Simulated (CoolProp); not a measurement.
Vapour-liquid equilibrium of R1234yf (1) + R134a (2) at 260.2 K; x and y are mole fractions of (1).

Computed with CoolProp (multi-fluid Helmholtz-energy mixture model, Lemmon 2022 and Tillner-Roth 1994; pair parameters Bell 2022).

```csv
x,"bubble pressure, mixture model (MPa)","bubble pressure, Raoult's law (MPa)","y, mixture model","y, Raoult's law"
0.05,0.1820,0.1793,0.067,0.055
0.15,0.1883,0.1813,…,0.164
0.25,0.1932,0.1834,0.293,0.271
0.35,0.1970,0.1854,0.389,0.375
0.45,0.1998,0.1874,0.480,0.477
0.55,0.2017,0.1895,…,0.577
0.65,0.2027,0.1915,…,0.674
0.75,0.2028,0.1936,0.746,0.770
0.85,0.2019,0.1956,0.842,0.863
0.95,…,0.1976,0.945,0.955
```

### Question
Complete the blanks.

### Answer

- 0.15, y, mixture model: 0.187
- 0.55, y, mixture model: 0.568
- 0.65, y, mixture model: 0.656
- 0.95, bubble pressure, mixture model (MPa): 0.2000

The largest gap from Raoult's law is +6.6 % in bubble pressure, at x = 0.45. y crosses x between x = 0.65 and 0.75: the model has an azeotrope there.

The pair parameters rest on a limited set of measurements; away from them the model extrapolates.
